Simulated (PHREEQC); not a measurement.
A PHREEQC speciation (ion-association model, wateq4f.dat) at 25 °C gives pH 1.67 and these molalities:

```json
[
 {"species": "Cl-", "mol/kgw": "0.190"},
 {"species": "H3AsO4", "mol/kgw": "0.0534"},
 {"species": "FeCl+2", "mol/kgw": "0.0406"},
 {"species": "H+", "mol/kgw": "0.0273"},
 {"species": "Fe+3", "mol/kgw": "0.0251"},
 {"species": "H2AsO4-", "mol/kgw": "0.0186"},
 {"species": "FeCl2+", "mol/kgw": "0.00776"},
 {"species": "FeOH+2", "mol/kgw": "0.00319"},
 {"species": "Fe2(OH)2+4", "mol/kgw": "0.00248"},
 {"species": "Fe3(OH)4+5", "mol/kgw": "0.000105"},
 {"species": "FeCl3", "mol/kgw": "6.67e-5"},
 {"species": "FeSO4+", "mol/kgw": "2.35e-5"},
 {"species": "Fe(OH)2+", "mol/kgw": "1.71e-5"},
 {"species": "FeHSO4+2", "mol/kgw": "3.29e-6"},
 {"species": "SO4-2", "mol/kgw": "2.44e-6"},
 {"species": "HSO4-", "mol/kgw": "1.74e-6"},
 {"species": "HAsO4-2", "mol/kgw": "1.55e-7"}
]
```

Task: What are the element totals, and what could have been dissolved in 1 kg of water to give them?

Result: One answer among several that fit: totals As(5) 0.0720, Cl 0.246, Fe(3) 0.0820, S(6) 3.10e-5 mol/kgw, from 72 mmol/kgw H3AsO4, 0.031 mmol/kgw H2SO4 and 82 mmol/kgw FeCl3.

No solid was allowed to form. The solution is supersaturated, for example in Scorodite, Hematite (slow to form), so a real one may precipitate; this is no full list. The database's scorodite may be far more soluble than the real mineral, and it has no iron arsenate complexes; the constant wasn't checked at its source.
